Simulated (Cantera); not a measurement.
An adiabatic, constant-pressure homogeneous reactor starts with CO : H2 : O2 : N2 = 1 : 0.055 : 0.909 : 6.28 (molar parts), at 1775 K and 10.0 bar.

Detailed kinetics in Cantera: GRI-Mech 3.0 (53 species, 325 reactions). The hydrogen kinetics of GRI-Mech 3.0 are dated; newer H2 mechanisms differ, most at raised pressure.

Question: Predict: time of steepest temperature rise; temperature at 1.00 s; equilibrium temperature; x(CO) at 1.00 s; x(H2) at 1.00 s; x(O2) at 1.00 s; x(NO) at 1.00 s; x(O) at 1.00 s.

Answer: 
```json
{
 "time_of_steepest_temperature_rise": "7.82 µs",
 "temperature at 1.00 s": "2606 K",
 "equilibrium_temperature": "2606 K",
 "x(CO) at 1.00 s": "0.0109 (gas-phase equilibrium 0.0109)",
 "x(H2) at 1.00 s": "8.58e-5 (gas-phase equilibrium 8.58e-5)",
 "x(O2) at 1.00 s": "0.0468 (gas-phase equilibrium 0.0468)",
 "x(NO) at 1.00 s": "0.0131 (gas-phase equilibrium 0.0131)",
 "x(O) at 1.00 s": "0.00164 (gas-phase equilibrium 0.00164)"
}
```
